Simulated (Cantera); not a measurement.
A perfectly stirred reactor is fed with CH₄ : CO₂ : H₂ = 0.23 : 0.47 : 0.18 (molar parts), at 1000000 Pa; it is held at 1873 K, and followed from long to short residence time.

Cantera simulation using GRI-Mech 3.0 (53 species, 325 reactions); the numbers are that mechanism's predictions, not measurements.

**Question.** Predict: x(CH₄) at τ = 0.380 s; x(CO₂) at τ = 0.380 s; x(H₂) at τ = 0.380 s; x(CH₂O) at τ = 0.380 s; x(C₂H₆) at τ = 0.380 s; x(CH₄) at τ = 7.80 ms; x(CO₂) at τ = 7.80 ms; x(H₂) at τ = 7.80 ms; x(CH₂O) at τ = 7.80 ms; x(C₂H₆) at τ = 7.80 ms.

**Answer.** 
* **x(CH₄) at τ = 0.380 s**: 0.00770
* **x(CO₂) at τ = 0.380 s**: 0.0525
* **x(H₂) at τ = 0.380 s**: 0.322
* **x(CH₂O) at τ = 0.380 s**: 1.13e-6
* **x(C₂H₆) at τ = 0.380 s**: 1.47e-6
* **x(CH₄) at τ = 7.80 ms**: 0.0392
* **x(CO₂) at τ = 7.80 ms**: 0.131
* **x(H₂) at τ = 7.80 ms**: 0.211
* **x(CH₂O) at τ = 7.80 ms**: 8.60e-6
* **x(C₂H₆) at τ = 7.80 ms**: 4.96e-5
